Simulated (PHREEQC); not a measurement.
**Buffer: an equilibrium model**

A solution holds 5.8 mmol/kgw NaH2PO4 and 4.6 mmol/kgw Na2HPO4, at 25 °C. Closed to the air; pH follows from the charge balance.

All values are PHREEQC results (ion-association model, phreeqc.dat), not measurements.

pH: 6.92
ionic strength: 0.0194 mol/kgw
specific conductance: 1230 µS/cm
total alkalinity: 4.60 meq/kg

```tsv
species	molality	activity	log γ
Na+	0.0149	0.0131	-0.058
H2PO4-	0.00580	0.00509	-0.057
HPO4-2	0.00452	0.00265	-0.231
NaHPO4-	7.70e-5	6.75e-5	-0.057
H+	1.34e-7	1.19e-7	-0.050
OH-	9.79e-8	8.50e-8	-0.061
H3PO4	8.87e-8	8.91e-8	0.002
PO4-3	3.49e-8	1.01e-8	-0.541
```

Precipitation was switched off in this run.
